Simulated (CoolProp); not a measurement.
Vapour-liquid equilibrium of propane (1) + dimethyl ether (2) at -77.35 °C; x and y are mole fractions of (1).

The numbers come from the multi-fluid Helmholtz-energy mixture model, Lemmon 2009 and Wu 2011; pair parameters Bell 2016 in CoolProp.

Q: Give the bubble pressure and the first vapour's composition at x = 0.35, 0.65, 0.95. Is there an azeotrope?

A: x = 0.35: 0.1196 bar, y = 0.695; x = 0.65: 0.1409 bar, y = 0.811; x = 0.95: 0.1540 bar, y = 0.959. No azeotrope shows between x = 0.05 and 0.95.

The pair parameters rest on a limited set of measurements; away from them the model extrapolates.
